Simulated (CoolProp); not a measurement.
Vapour-liquid equilibrium of n-heptane (1) + p-xylene (2) at 357.1 K; x and y are mole fractions of (1).

Model: multi-fluid Helmholtz-energy mixture model, Span 2003 and Zhou 2012; pair parameters Bell 2016, in CoolProp.

```tsv
x	bubble pressure, mixture model (MPa)	bubble pressure, Raoult's law (MPa)	y, mixture model	y, Raoult's law
0.05	0.02144	0.02050	0.193	0.158
0.2	0.03013	0.02752	0.507	0.472
0.35	[?]	0.03454	0.669	0.658
0.5	[?]	0.04156	0.774	0.782
0.65	[?]	0.04858	0.854	0.869
0.8	0.05669	0.05560	0.921	0.935
0.95	0.06287	0.06262	0.981	0.986
```

Problem. Complete the blanks.

Solution. 
- 0.35, bubble pressure, mixture model (MPa): 0.03757
- 0.5, bubble pressure, mixture model (MPa): 0.04426
- 0.65, bubble pressure, mixture model (MPa): 0.05055

The largest gap from Raoult's law is +9.5 % in bubble pressure, at x = 0.2. No azeotrope shows between x = 0.05 and 0.95.

The pair parameters rest on a limited set of measurements; away from them the model extrapolates.
